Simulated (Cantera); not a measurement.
Input: 1 mol SiCl4, 2.3 mol NH3, 9.5 mol N2, held at 1698 K and 0.623 Torr.

Equilibrium computed with Cantera from the NASA thermochemical tables; the gas is ideal and each condensed phase is pure. Candidate condensed phases: NH4Cl, Si, Si3N4; 28 gas species. The tables' values for SiCl3, SiCl are old estimates; treat these amounts as uncertain. Kinetics and transport are ignored.

Base state: N2 0.660, H2 0.152, HCl 0.123, SiCl2 0.0612, H 0.00195, Cl 0.00123, SiCl3 0.000452, SiCl 0.000202 (mole fractions); condensed: gas only.

**Question.** What changes in the equilibrium state with this change: NH3 from 2.3 to 3.4 mol?

**Answer.** 
```tsv
species	before	after
N2	0.660	0.611
H2	0.152	0.223
HCl	0.123	0.109
SiCl2	0.0612	0.0538
Si	0.000135	0.000224
SiCl3	0.000452	0.000290
```
